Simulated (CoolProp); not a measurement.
A single-stage vapour-compression cycle with R141b: evaporating at 325.15 K (dew point), condensing at 369.15 K (bubble point), superheat 0 K, subcooling 2 K, compressor efficiency 0.65, no pressure losses. Each further row changes one setting.

The numbers come from the reference Helmholtz-energy equation of state, Lemmon 2006 in CoolProp. It is a short technical equation, of lower accuracy than the large ones.

| case | cooling COP | pressure ratio | discharge temperature (K) | refrigerating effect (kJ/kg) | volumetric capacity (kJ/m³) |
|---|---|---|---|---|---|
| as stated | 4.07 | 3.18 | 379.6 | 161 | 1440 |
| evaporating temperature 330.15 K | 4.75 | 2.74 | 378.0 | ? | 1690 |
| condensing temperature 364.15 K | 4.70 | ? | ? | 167 | 1500 |
| subcooling 7 K | 4.23 | 3.18 | 379.6 | 167 | 1500 |
| superheat 10 K | 4.11 | 3.18 | 390.2 | 169 | 1460 |
| compressor efficiency 0.55 | 3.44 | 3.18 | 387.0 | 161 | 1440 |

Task: What belongs in the gaps?

Result: 
- evaporating temperature 330.15 K, refrigerating effect (kJ/kg): 164
- condensing temperature 364.15 K, pressure ratio: 2.83
- condensing temperature 364.15 K, discharge temperature (K): 374.0
